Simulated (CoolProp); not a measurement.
Vapour-liquid equilibrium of R143a (1) + R236FA (2) at 9.67 bar; x and y are mole fractions of (1).

Values from CoolProp's multi-fluid Helmholtz-energy mixture model, Lemmon and Jacobsen 2000 and Pan 2012; pair parameters Bell 2016.

Give the bubble temperature and the first vapour's composition at x = 0.35, 0.8, 0.95. Is there an azeotrope?

x = 0.35: 319.2 K, y = 0.599; x = 0.8: 296.0 K, y = 0.933; x = 0.95: 290.1 K, y = 0.986. No azeotrope shows between x = 0.05 and 0.95.

Pair parameters are fitted to limited data, so mixtures are less certain than the pure fluids.
